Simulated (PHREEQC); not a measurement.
Nickel, zinc or cadmium bath

Make-up at 50 °C: 28 mmol/kgw Ni(NO3)2 and 72 mmol/kgw NiCl2. Closed to the air; pH follows from the charge balance.

Equilibrium calculation in PHREEQC: ion-association model, wateq4f.dat.

| Item | Result |
|---|---|
| pH | 5.37 |
| ionic strength | 0.279 mol/kgw |

```tsv
species	molality	activity	log γ
Cl-	0.133	0.0896	-0.171
Ni+2	0.0905	0.0249	-0.560
NO3-	0.0560	0.0366	-0.185
NiCl+	0.00775	0.00561	-0.140
NiCl2	0.00171	0.00183	0.028
H+	5.56e-6	4.32e-6	-0.109
NiOH+	5.54e-6	4.01e-6	-0.140
OH-	1.83e-8	1.22e-8	-0.175
```

No solid was allowed to form. Constants without temperature data keep their 25 °C values here.
